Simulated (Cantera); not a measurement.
A closed system holds: 1 mol SiHCl₃, 6.8 mol NH₃, at 15.8 Torr.

Cantera equilibrium calculation (NASA polynomials, part measured and part estimated; ideal gas, pure solids and liquids). Candidate condensed phases: NH₄Cl, Si, Si₃N₄; 28 gas species. The tables' values for SiCl₃, SiCl are old estimates; treat these amounts as uncertain. The numbers say what is thermodynamically allowed, not how fast it happens.

x: gas mole fraction; n: condensed amount in mol.

```
T (K)   x H₂   x N₂  x HCl   x SiCl₂   x SiCl₄   x SiCl₃  x H  n Si₃N₄(s)
-----  -----  -----  -----  --------  --------  --------  ---  ----------
1000   0.618  0.184  0.197   2.79e-7   0.00101   3.41e-6    …       0.328
1100   0.618  0.184  0.198   5.12e-6  0.000720   1.63e-5    …       0.329
1200   0.617  0.184  0.198   5.71e-5  0.000542   5.94e-5    …       0.330
1300   0.618  0.184  0.198  0.000431  0.000418  0.000174    …       0.328
1400   0.619  0.185  0.193   0.00231  0.000308  0.000409    …       0.318
1500   0.623  0.188  0.179   0.00868  0.000185  0.000712    …       0.285
1600   0.630  0.196  0.151    0.0218   7.64e-5  0.000823    …       0.218
1700   0.639  0.204  0.116    0.0385   2.18e-5  0.000654    …       0.132
```

### Question
Fill in the missing entries.

### Answer

- 1000, x H: 1.23e-8
- 1100, x H: 1.40e-7
- 1200, x H: 1.07e-6
- 1300, x H: 6.00e-6
- 1400, x H: 2.64e-5
- 1500, x H: 9.58e-5
- 1600, x H: 0.000298
- 1700, x H: 0.000813
